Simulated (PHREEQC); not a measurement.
**Acid rinse or clean (model solution)**

Consider water at 20 °C with 0.01 mol/kgw HNO3, 0.0013 mol/kgw AlCl3 and 0.019 mol/kgw MgCl2. Closed to the air; pH follows from the charge balance.

Equilibrium calculation in PHREEQC: ion-association model, wateq4f.dat.

No solid was allowed to form.

Q: Predict the pH.

A: pH 2.08.
